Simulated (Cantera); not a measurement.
A freely propagating, adiabatic, planar premixed flame of H2 : O2 : N2 = 1 : 0.595 : 2.24 (molar parts), equivalence ratio 0.84, unburnt at 498 K and 1.01 bar; mixture-averaged transport, grid criteria slope 0.08 and curve 0.16, no radiation.

Model: the H2/O2 subset of GRI-Mech 3.0, which has no nitrogen chemistry, integrated in Cantera. Burning velocities carry a grid error of a few per cent, more on coarse grids.

x: mole fraction of selected species; z is measured from the peak of heat release.

| z (mm) | T (K) | u (m/s) | x H2 | x O2 | x HO2 | x H2O | x H | x O |
|---|---|---|---|---|---|---|---|---|
| -1.25 | 498 | 4.49 | 0.261 | 0.155 | <1e-8 | <1e-8 | <1e-8 | <1e-8 |
| -0.831 | 498 | 4.49 | 0.261 | 0.155 | <1e-8 | <1e-8 | <1e-8 | <1e-8 |
| -0.624 | 498 | 4.49 | 0.261 | 0.155 | <1e-8 | <1e-8 | <1e-8 | <1e-8 |
| -0.416 | 498 | 4.49 | 0.261 | 0.155 | 2.95e-7 | 5.68e-7 | <1e-8 | <1e-8 |
| -0.208 | 514 | 4.59 | 0.254 | 0.156 | 0.000190 | 0.000575 | 3.18e-5 | 3.74e-6 |
| -0.104 | 751 | 6.51 | 0.215 | 0.152 | 0.000257 | 0.0213 | 0.00365 | 0.000253 |
| 0 | (withheld) | 10.0 | (withheld) | (withheld) | (withheld) | (withheld) | (withheld) | (withheld) |
| 0.104 | 1511 | 12.5 | 0.0511 | 0.0645 | 4.98e-5 | 0.192 | 0.0389 | 0.0113 |
| 0.208 | 1668 | 13.7 | 0.0330 | 0.0477 | 3.16e-5 | 0.220 | 0.0358 | 0.0127 |
| 0.416 | 1830 | 14.9 | 0.0281 | 0.0415 | 2.16e-5 | 0.234 | 0.0260 | 0.0111 |
| 0.831 | 1988 | 16.1 | 0.0239 | 0.0376 | 1.43e-5 | 0.246 | 0.0163 | 0.00832 |
| 1.66 | 2125 | 17.0 | 0.0182 | 0.0343 | 8.97e-6 | 0.260 | 0.00890 | 0.00554 |
| 3.33 | 2234 | 17.7 | 0.0121 | 0.0317 | 5.63e-6 | 0.272 | 0.00417 | 0.00330 |

Task: Some entries are withheld; supply them.

Result: 
- 0, T (K): 1198
- 0, x H2: 0.124
- 0, x O2: 0.116
- 0, x HO2: 0.000105
- 0, x H2O: 0.103
- 0, x H: 0.0245
- 0, x O: 0.00466
